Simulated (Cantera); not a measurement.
A freely propagating, adiabatic, planar premixed flame of 6.29 % CH₄, 0.622 % H₂, 19.5 % O₂, 73.5 % N₂, unburnt at 650 K and 97.5 Torr; mixture-averaged transport, grid criteria slope 0.08 and curve 0.16, no radiation.

Detailed kinetics in Cantera: GRI-Mech 3.0 (53 species, 325 reactions). Burning velocities carry a grid error of a few per cent, more on coarse grids.

x: mole fraction of selected species; z is measured from the peak of heat release.

| z (mm) | T (K) | u (m/s) | x CH₄ | x H₂ | x O₂ | x C₂H₆ | x O | x CO |
|---|---|---|---|---|---|---|---|---|
| -6.86 | 650 | 1.74 | 0.0628 | 0.00648 | 0.195 | 2.80e-8 | <1e-8 | 4.36e-7 |
| -4.57 | 651 | 1.74 | 0.0628 | 0.00706 | 0.195 | 6.27e-7 | … | 7.11e-6 |
| -3.43 | 653 | 1.75 | 0.0625 | 0.00788 | 0.195 | 5.36e-6 | … | 5.37e-5 |
| -2.29 | 679 | 1.83 | 0.0609 | 0.00972 | 0.193 | 5.88e-5 | … | 0.000637 |
| -1.14 | 884 | 2.40 | 0.0484 | 0.0134 | 0.177 | 0.000438 | … | 0.00756 |
| -0.572 | 1172 | 3.21 | 0.0293 | 0.0153 | 0.150 | 0.000415 | … | 0.0204 |
| 0 | 1485 | 4.09 | 0.00876 | 0.0144 | 0.113 | 4.43e-5 | … | 0.0349 |
| 0.572 | 1622 | 4.48 | 0.00107 | 0.0102 | 0.0897 | 3.84e-7 | … | 0.0361 |
| 1.14 | 1654 | 4.56 | 7.83e-5 | 0.00758 | 0.0803 | <1e-8 | … | 0.0301 |
| 2.29 | 1683 | 4.62 | 3.35e-7 | 0.00676 | 0.0745 | <1e-8 | 0.00959 | 0.0206 |
| 4.57 | 1721 | 4.71 | <1e-8 | 0.00681 | 0.0714 | <1e-8 | 0.00957 | 0.0134 |
| 9.15 | 1771 | 4.83 | <1e-8 | 0.00619 | 0.0699 | <1e-8 | … | 0.0106 |
| 18.3 | 1834 | 4.98 | <1e-8 | 0.00499 | 0.0690 | <1e-8 | … | 0.00898 |

**Question.** Fill in the missing entries.

**Answer.** 
- -4.57, x O: 4.33e-8
- -3.43, x O: 2.77e-7
- -2.29, x O: 2.25e-6
- -1.14, x O: 4.07e-5
- -0.572, x O: 0.000267
- 0, x O: 0.00175
- 0.572, x O: 0.00552
- 1.14, x O: 0.00819
- 9.15, x O: 0.00844
- 18.3, x O: 0.00658
